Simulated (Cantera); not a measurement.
A perfectly stirred reactor is fed with CH4 : N2 = 1 : 32 (molar parts), at 2900 Pa; it is held at 1550 K, and followed from long to short residence time.

Cantera simulation using GRI-Mech 3.0 (53 species, 325 reactions); the numbers are that mechanism's predictions, not measurements. GRI-Mech 3.0 stops at C3 and has no aromatics, soot or wall deposition, so with more carbon than oxygen in the feed, carbon stays in small species such as C2H2 where larger ones or solid carbon would form. Radical loss at walls, strong at low pressure, is not modelled.

Task: What does this change do: N2 32 to 190 parts?

Result: 
```csv
quantity,before,after
x(CH4) at τ = 2.10 s,0.0165,0.00307
x(C2H) at τ = 2.10 s,8.52e-9,3.02e-9
x(HCN) at τ = 2.10 s,1.79e-7,3.00e-7
x(CH2) at τ = 2.10 s,6.62e-8,5.04e-8
x(CH3) at τ = 2.10 s,0.000168,6.64e-5
x(CH4) at τ = 22.0 ms,0.0303,0.00523
x(C2H) at τ = 22.0 ms,<1e-12,<1e-12
x(HCN) at τ = 22.0 ms,<1e-12,<1e-12
x(CH2) at τ = 22.0 ms,1.57e-9,2.97e-10
x(CH3) at τ = 22.0 ms,3.30e-5,5.48e-6
```

Task: What does this change do: N2 32 to 150 parts?

Result: 
| quantity | before | after |
|---|---|---|
| x(CH4) at τ = 2.10 s | 0.0165 | 0.00383 |
| x(C2H) at τ = 2.10 s | 8.52e-9 | 3.52e-9 |
| x(HCN) at τ = 2.10 s | 1.79e-7 | 2.91e-7 |
| x(CH2) at τ = 2.10 s | 6.62e-8 | 5.33e-8 |
| x(CH3) at τ = 2.10 s | 0.000168 | 7.55e-5 |
| x(CH4) at τ = 22.0 ms | 0.0303 | 0.00662 |
| x(C2H) at τ = 22.0 ms | <1e-12 | <1e-12 |
| x(HCN) at τ = 22.0 ms | <1e-12 | <1e-12 |
| x(CH2) at τ = 22.0 ms | 1.57e-9 | 3.64e-10 |
| x(CH3) at τ = 22.0 ms | 3.30e-5 | 6.95e-6 |
